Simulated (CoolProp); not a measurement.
Values from CoolProp's reference Helmholtz-energy equation of state, Thol 2015.

For octamethylcyclotetrasiloxane (D4), give the phase and the speed of sound (m/s), Joule-Thomson coefficient (K/MPa) at 615.5 K and 1.92 MPa; 615.5 K and 2.41 MPa; 615.5 K and 5.29 MPa.


- 615.5 K and 1.92 MPa: supercritical; speed of sound 61.9, Joule-Thomson coefficient 16.8
- 615.5 K and 2.41 MPa: supercritical; speed of sound 95.4, Joule-Thomson coefficient 5.84
- 615.5 K and 5.29 MPa: supercritical; speed of sound 229, Joule-Thomson coefficient 0.700
